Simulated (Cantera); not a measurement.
A closed system holds: 1 mol Si, 1.8 mol Cl₂, 0.76 mol H₂, at 300 °C and 150000 Pa.

Method: chemical equilibrium by Gibbs-energy minimisation in Cantera with the NASA 1993 tables (ideal gas, pure condensed phases). Candidate condensed phases: Si; 19 gas species. Kinetics and transport are ignored.

Base state: SiCl₄ 0.448, H₂ 0.397, SiHCl₃ 0.152, SiH₂Cl₂ 0.00236, HCl 1.65e-5 (mole fractions); condensed: Si(s).

Problem. What changes in the equilibrium state with this change: pressure from 150000 Pa to 10000 Pa?

Solution. 
| species | before | after |
|---|---|---|
| SiCl₄ | 0.448 | 0.490 |
| H₂ | 0.397 | 0.424 |
| SiHCl₃ | 0.152 | 0.0853 |
| SiH₂Cl₂ | 0.00236 | 0.000681 |
| HCl | 1.65e-5 | 3.44e-5 |
| Si(s), mol | 0.0374 | 0.0648 |
